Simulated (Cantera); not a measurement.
## Thermodynamics of iron carbonyl, mercury and lead vapours, feed Pb + CO + H2

Feed: 1 mol Pb, 0.074 mol CO, a varied amount of H2, held at 427 °C and 5.60 bar.

Method: chemical equilibrium by Gibbs-energy minimisation in Cantera with the NASA 1993 tables (ideal gas, pure condensed phases). Candidate condensed phases: C, C6H6, C7H8, C8H18, H2O, Pb, PbO, PbO2, Pb3O4; 113 gas species. Kinetics and transport are ignored.

From 0.22 mol H2 to 6.4 mol H2 the condensed part is Pb(l).

```tsv
n(H2) (mol)	x H2	x CH4	x H2O	x CO2	x CO	x C2H6	n Pb(l)
0.22	0.118	0.441	0.409	0.0318	0.000972	7.19e-6	1.00
0.34	0.444	0.278	0.278	4.57e-5	7.75e-6	7.58e-7	1.00
0.51	0.661	0.170	0.170	2.12e-6	8.75e-7	1.90e-7	1.00
0.78	0.790	0.105	0.105	2.43e-7	1.95e-7	6.04e-8	1.00
1.2	0.869	0.0657	0.0657	4.11e-8	5.77e-8	2.16e-8	1.00
1.8	0.914	0.0429	0.0429	9.30e-9	2.11e-8	8.74e-9	1.00
2.8	0.946	0.0271	0.0271	2.06e-9	7.63e-9	3.39e-9	1.00
4.2	0.964	0.0179	0.0179	5.50e-10	3.14e-9	1.45e-9	1.00
6.4	0.977	0.0117	0.0117	1.45e-10	1.29e-9	6.09e-10	1.00
```
x: gas mole fraction; n: condensed amount in mol.
